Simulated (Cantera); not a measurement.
A Cantera script and what it prints.

```python
import numpy as np
import cantera as ct

gas_names = """
    H HO2 H2 H2O H2O2 O OH O2 O3
""".split()
cond_names = """
    H2O(s) H2O(L)
""".split()


def load(file, names, dense=False):
    # The tables refer to 1 bar. Condensed volumes are neglected.
    table = {s.name: s for s in ct.Species.list_from_file(file)}
    out = []
    for n in names:
        d = dict(table[n].input_data)
        d["thermo"] = dict(d["thermo"], **{"reference-pressure": 1e5})
        if dense:
            d["equation-of-state"] = {"model": "constant-volume", "density": "1e6 g/cm^3"}
        out.append(ct.Species.from_dict(d))
    return out


gas = ct.Solution(thermo="ideal-gas", species=load("nasa_gas.yaml", gas_names))
cond = {s.name: ct.Solution(thermo="fixed-stoichiometry", species=[s], name=s.name)
        for s in load("nasa_condensed.yaml", cond_names, dense=True)}
atoms = {
    'H2O': {'H': 2, 'O': 1},
}
top_T = {}  # K; cautious upper limits of use, not melting points


def equilibrate(T, P, feed):
    n = {}
    for name, mol in feed.items():
        for a, k in atoms[name].items():
            n[a] = n.get(a, 0.0) + k * mol
    gas.TPX = T, P, n
    mass = sum(n.values()) * gas.mean_molecular_weight
    gas.equilibrate("TP")
    valid = [c for c in cond.values() if c.min_temp <= T <= top_T.get(c.name, c.max_temp)]
    mix = ct.Mixture([(gas, mass / gas.mean_molecular_weight)] + [(c, 0.0) for c in valid])
    mix.T, mix.P = T, P
    mix.equilibrate("TP", solver="vcs", rtol=1e-11, max_steps=5000)
    return mix


results = []
feed = {'H2O': 1}  # mol
T = 1073  # K
P = 133.322  # Pa
mix = equilibrate(T, P, feed)
results.append((T, P, feed, dict(zip(mix.species_names, mix.species_moles))))
print(gas.report(threshold=1e-05))
for i in range(1, mix.n_phases):
    print(f"{mix.phase(i).name:16s} {mix.phase_moles(i):12.5e} mol")
```

It prints:

```
       temperature   1073 K
          pressure   133.32 Pa
           density   0.00026922 kg/m^3
  mean mol. weight   18.015 kg/kmol
   phase of matter   gas

                          1 kg             1 kmol
                     ---------------   ---------------
          enthalpy       -1.1811e+07       -2.1277e+08  J
   internal energy       -1.2306e+07       -2.2169e+08  J
           entropy             16138        2.9072e+05  J/K
    Gibbs function       -2.9127e+07       -5.2471e+08  J
 heat capacity c_p              2348             42299  J/K
 heat capacity c_v            1886.5             33984  J/K

                      mass frac. Y      mole frac. X     chem. pot. / RT
                     ---------------   ---------------   ---------------
               H2O           0.99999           0.99999           -58.815
     [   +8 minor]         9.048e-06        1.3573e-05
```

Equilibrium computed with Cantera from the NASA thermochemical tables; the gas is ideal and each condensed phase is pure.
